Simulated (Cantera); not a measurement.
**Halide evaporation, hydrolysis and transport: LiCl + O₂ + H₂**

A closed system holds: 1 mol LiCl, 0.059 mol O₂, a varied amount of H₂, held at 1548 K and 0.0825 Torr.

These are equilibrium values from Cantera (NASA tables, ideal gas, pure condensed phases), not measurements of a reactor. Candidate condensed phases: H₂O, Li, LiCl, LiH, LiOH, Li₂O; 25 gas species. Rates play no part.

| n(H₂) (mol) | log p H₂ | log p LiCl | log p H₂O | log p H |
|---|---|---|---|---|
| 33 | -3.97 | -5.51 | -6.42 | -6.50 |
| 60 | -3.97 | -5.77 | -6.68 | -6.50 |
| 87 | -3.97 | -5.93 | -6.83 | -6.49 |
| 110 | -3.96 | -6.03 | -6.93 | -6.49 |
| 140 | -3.96 | -6.14 | -7.04 | -6.49 |
| 170 | -3.96 | -6.23 | -7.12 | -6.49 |
| 190 | -3.96 | -6.28 | -7.17 | -6.49 |
| 220 | -3.96 | -6.34 | -7.23 | -6.49 |
| 250 | -3.96 | -6.40 | -7.29 | -6.49 |
log p: log10 of the partial pressure in bar; nothing condenses.

From 33 mol H₂ to 250 mol H₂ nothing is condensed. The main Li-bearing gas is LiCl throughout.
